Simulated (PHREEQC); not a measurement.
Consider water at 90 °C with 0.12 mol/kgw CdCl2, 0.13 mol/kgw NaOH and 0.053 mol/kgw H2SO4. Closed to the air; pH follows from the charge balance.

The numbers come from PHREEQC with the ion-association model, wateq4f.dat.

No solid was allowed to form.

**Question.** Order these S species by the share of S that they hold, largest first: SO4-2, CdSO4, NaSO4-, Cd(SO4)2-2.

**Answer.** SO4-2 (61 %), CdSO4 (18 %), NaSO4- (12 %), Cd(SO4)2-2 (8.9 %)

The pH is 8.54 and the ionic strength 0.267 mol/kgw. Saturation is exceeded, for instance for CdOHCl; the values hold only as long as no solid forms. Away from 25 °C the constants follow the database's enthalpies or fits; those with neither stay at their 25 °C values.
